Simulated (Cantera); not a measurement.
Input: 1 mol Al, 1 mol H2O, 100 mol N2, at 4.95 Torr.

Method: chemical equilibrium by Gibbs-energy minimisation in Cantera with the NASA 1993 tables (ideal gas, pure condensed phases). Candidate condensed phases: Al, AlN, Al2O3, H2O; 35 gas species. The numbers say what is thermodynamically allowed, not how fast it happens.

At 1602 °C, list the 5 most abundant gas species with their mole fractions, and the condensed phases.

N2 0.987, H2 0.00947, Al 0.00215, Al2O 0.000849, H 0.000785. Condensed: Al2O3(s).
